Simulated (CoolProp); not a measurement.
Vapour-liquid equilibrium of toluene (1) + m-xylene (2) at 0.00971 MPa; x and y are mole fractions of (1).

Model: multi-fluid Helmholtz-energy mixture model, Lemmon 2006 and Zhou 2012; pair parameters Bell 2016, in CoolProp.

Task: Give the bubble temperature and the first vapour's composition at x = 0.2, 0.8, 0.875. Is there an azeotrope?

Result: x = 0.2: 61.1 °C, y = 0.429; x = 0.8: 47.4 °C, y = 0.915; x = 0.875: 46.3 °C, y = 0.948. No azeotrope shows between x = 0.05 and 0.95.

The pair parameters rest on a limited set of measurements; away from them the model extrapolates.
